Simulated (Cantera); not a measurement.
A closed system holds: 1 mol MgCO3, 0.15 mol C, 0.8 mol CO2, held at 1775 °C and 930000 Pa.

Cantera equilibrium calculation (NASA polynomials, part measured and part estimated; ideal gas, pure solids and liquids). Candidate condensed phases: C, Mg, MgCO3, MgO; 15 gas species. Kinetics and transport are ignored.

Base state: CO2 0.846, CO 0.154, O2 1.25e-5 (mole fractions); condensed: MgO(s).

Question: What changes in the equilibrium state with this change: C from 0.15 to 1.9 mol?

Answer: 
```json
[
 {"species": "CO", "before": "0.154", "after": "0.996"},
 {"species": "Mg", "before": "1.22e-7", "after": "0.00355"},
 {"species": "CO2", "before": "0.846", "after": "0.000189"},
 {"species": "O2", "before": "1.25e-5", "after": "<1e-9"},
 {"species": "MgO(s), mol", "before": "1.00", "after": "0.987"},
 {"species": "C(graphite), mol", "before": "0", "after": "0.0878"}
]
```
